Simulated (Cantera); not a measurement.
A closed system holds: 1 mol TiO2, 1.6 mol Cl2, 0.011 mol H2O, held at 950 °C and 1.20 bar.

Cantera equilibrium calculation (NASA polynomials, part measured and part estimated; ideal gas, pure solids and liquids). Candidate condensed phases: H2O, Ti, TiCl2, TiCl3, TiCl4, TiO, TiO2, Ti2O3, Ti3O5, Ti4O7; 23 gas species. Kinetics and transport are ignored.

Base state: Cl2 0.971, HCl 0.0136, O2 0.00695, Cl 0.00538, TiCl4 0.00356, ClO 1.85e-5 (mole fractions); condensed: TiO2(rutile).

Question: What changes in the equilibrium state with this change: temperature from 950 °C to 975 °C?

Answer: 
```csv
species,before,after
Cl2,0.971,0.967
HCl,0.0136,0.0136
O2,0.00695,0.00783
Cl,0.00538,0.00688
TiCl4,0.00356,0.00445
ClO,1.85e-5,2.40e-5
"TiO2(rutile), mol",0.994,0.993
```

Question: What changes in the equilibrium state with this change: temperature from 950 °C to 1377 °C?

Answer: 
| species | before | after |
|---|---|---|
| Cl2 | 0.971 | 0.793 |
| Cl | 0.00538 | 0.119 |
| O2 | 0.00695 | 0.0387 |
| TiCl4 | 0.00356 | 0.0358 |
| HCl | 0.0136 | 0.0128 |
| TiOCl2 | 3.31e-9 | 2.12e-5 |
| TiCl3 | 4.69e-9 | 1.42e-5 |
| ClO | 1.85e-5 | 0.000530 |
| TiO2(rutile), mol | 0.994 | 0.938 |

Question: What changes in the equilibrium state with this change: H2O from 0.011 to 0.17 mol?

Answer: 
| species | before | after |
|---|---|---|
| Cl2 | 0.971 | 0.767 |
| HCl | 0.0136 | 0.181 |
| O2 | 0.00695 | 0.0456 |
| TiCl4 | 0.00356 | 0.000339 |
| H2O | 1.60e-6 | 0.000922 |
| ClO | 1.85e-5 | 4.21e-5 |
| TiO2(rutile), mol | 0.994 | 0.999 |
